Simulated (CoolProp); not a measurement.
Aqueous sodium chloride as a coolant, at -2 °C, 1 atm.

The numbers come from the Melinder's fits for secondary coolants in CoolProp.

```
mass %  freezing point (°C)  cp (kJ/(kg K))  Prandtl number  viscosity (mPa s)  density (kg/m³)
------  -------------------  --------------  --------------  -----------------  ---------------
6.2                    -3.8           3.850            14.3               2.06             1048
8.3                    -5.3           3.754            14.5               2.13             1064
10.4                   -6.9           3.669            14.8               2.23             1080
12.5                   -8.6           3.594            15.2               2.34             1097
14.6                  -10.5           3.526            15.8               2.46             1114
16.7                  -12.6           3.466            16.5               2.61             1131
18.9                  -15.1           3.407            17.4               2.78             1149
```
